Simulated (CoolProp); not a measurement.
Vapour-liquid equilibrium of CH2F2 (R32) (1) + R227EA (2) at 0.0393 MPa; x and y are mole fractions of (1).

Computed with CoolProp (multi-fluid Helmholtz-energy mixture model, Tillner-Roth 1997 and Lemmon 2016; pair parameters Bell 2016).

```json
[
 {"x": "0.05", "bubble temperature (K)": "231.8", "y at the bubble point": "?", "dew temperature at overall composition x (K)": "236.1", "liquid density (mol/L)": "9.882"},
 {"x": "0.125", "bubble temperature (K)": "225.5", "y at the bubble point": "0.530", "dew temperature at overall composition x (K)": "?", "liquid density (mol/L)": "10.51"},
 {"x": "0.2", "bubble temperature (K)": "?", "y at the bubble point": "0.677", "dew temperature at overall composition x (K)": "233.3", "liquid density (mol/L)": "11.17"},
 {"x": "0.275", "bubble temperature (K)": "217.0", "y at the bubble point": "0.765", "dew temperature at overall composition x (K)": "231.8", "liquid density (mol/L)": "11.87"},
 {"x": "0.35", "bubble temperature (K)": "214.3", "y at the bubble point": "0.820", "dew temperature at overall composition x (K)": "230.1", "liquid density (mol/L)": "12.61"},
 {"x": "0.425", "bubble temperature (K)": "212.2", "y at the bubble point": "0.857", "dew temperature at overall composition x (K)": "228.3", "liquid density (mol/L)": "13.42"},
 {"x": "0.5", "bubble temperature (K)": "210.7", "y at the bubble point": "0.883", "dew temperature at overall composition x (K)": "226.3", "liquid density (mol/L)": "14.31"},
 {"x": "0.575", "bubble temperature (K)": "209.4", "y at the bubble point": "0.903", "dew temperature at overall composition x (K)": "224.1", "liquid density (mol/L)": "15.30"},
 {"x": "0.65", "bubble temperature (K)": "208.4", "y at the bubble point": "0.920", "dew temperature at overall composition x (K)": "221.6", "liquid density (mol/L)": "16.41"},
 {"x": "0.725", "bubble temperature (K)": "207.5", "y at the bubble point": "0.935", "dew temperature at overall composition x (K)": "218.8", "liquid density (mol/L)": "17.66"},
 {"x": "0.8", "bubble temperature (K)": "206.7", "y at the bubble point": "0.950", "dew temperature at overall composition x (K)": "215.3", "liquid density (mol/L)": "19.10"},
 {"x": "0.875", "bubble temperature (K)": "205.9", "y at the bubble point": "0.966", "dew temperature at overall composition x (K)": "211.2", "liquid density (mol/L)": "20.76"},
 {"x": "0.95", "bubble temperature (K)": "205.1", "y at the bubble point": "0.985", "dew temperature at overall composition x (K)": "206.7", "liquid density (mol/L)": "22.70"}
]
```

Question: Some entries are withheld; supply them.

Answer: 
- 0.05, y at the bubble point: 0.274
- 0.125, dew temperature at overall composition x (K): 234.7
- 0.2, bubble temperature (K): 220.6

No azeotrope shows between x = 0.05 and 0.95.

Pair parameters are fitted to limited data, so mixtures are less certain than the pure fluids.
